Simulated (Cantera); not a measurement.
What does this Cantera script print?

```python
import numpy as np
import cantera as ct

gas = ct.Solution("gri30.yaml")
gas.TPX = 1123, 500000, {'H2': 1, 'O2': 0.769, 'N2': 2.89, 'CO2': 0.015}
reactor = ct.IdealGasReactor(gas, energy="on", clone=False)
net = ct.ReactorNet([reactor])
net.rtol, net.atol = 1e-08, 1e-16
show = ['H2', 'O2', 'OH', 'H', 'NO', 'H2O2']
times = np.geomspace(9e-06, 0.2, 10)

steps = ct.SolutionArray(gas, extra=["t"])
rows = []
print(f"{'t/s':>10s}{'T/K':>9s}{'P/Pa':>11s}" + "".join(f"{s:>11s}" for s in show))
for t in times:
    while net.time < t:
        t_next = net.step()
        steps.append(gas.state, t=t_next)
    rows.append([np.interp(t, steps.t, y) for y in (steps.T, steps.P, *steps(*show).X.T)])
    print(f"{t:10.3e}{rows[-1][0]:9.1f}{rows[-1][1]:11.4g}" + "".join(f"{x:11.3e}" for x in rows[-1][2:]))
rate = np.gradient(steps.T, steps.t)
print("integrator steps:", len(steps.t))
if steps.T.max() > steps.T[0] + 200:
    print(f"time of steepest temperature rise: {steps.t[rate.argmax()]:.4e} s")
gas.TPX = 1123, 500000, {'H2': 1, 'O2': 0.769, 'N2': 2.89, 'CO2': 0.015}
gas.equilibrate("UV")
print(f"equilibrium (UV): T = {gas.T:.1f} K  " + "  ".join(f"{s} {gas[s].X[0]:.3e}" for s in show))
```

It prints:

```
       t/s      T/K       P/Pa         H2         O2         OH          H         NO       H2O2
 9.000e-06   1123.0      5e+05  2.139e-01  1.645e-01  9.421e-10  1.009e-08  1.138e-18  1.461e-09
 2.737e-05   1123.0      5e+05  2.139e-01  1.645e-01  2.265e-09  2.391e-08  1.874e-17  2.667e-08
 8.321e-05   1123.1      5e+05  2.139e-01  1.645e-01  1.969e-08  1.987e-07  1.558e-15  7.878e-07
 2.530e-04   2790.3  1.122e+06  5.735e-03  5.885e-02  1.928e-02  1.801e-03  3.419e-03  2.213e-06
 7.694e-04   2772.8  1.114e+06  5.620e-03  5.420e-02  1.814e-02  1.681e-03  1.356e-02  2.061e-06
 2.340e-03   2767.9  1.112e+06  5.590e-03  5.290e-02  1.782e-02  1.649e-03  1.639e-02  2.019e-06
 7.114e-03   2767.8  1.112e+06  5.590e-03  5.289e-02  1.782e-02  1.648e-03  1.641e-02  2.018e-06
 2.163e-02   2767.8  1.112e+06  5.590e-03  5.289e-02  1.782e-02  1.648e-03  1.641e-02  2.018e-06
 6.577e-02   2767.8  1.112e+06  5.590e-03  5.289e-02  1.782e-02  1.648e-03  1.641e-02  2.018e-06
 2.000e-01   2767.8  1.112e+06  5.590e-03  5.289e-02  1.782e-02  1.648e-03  1.641e-02  2.018e-06
integrator steps: 1460
time of steepest temperature rise: 1.6751e-04 s
equilibrium (UV): T = 2767.8 K  H2 5.590e-03  O2 5.289e-02  OH 1.782e-02  H 1.648e-03  NO 1.641e-02  H2O2 2.018e-06
```

Computed with Cantera and GRI-Mech 3.0 (53 species, 325 reactions). The hydrogen kinetics of GRI-Mech 3.0 are dated; newer H2 mechanisms differ, most at raised pressure.
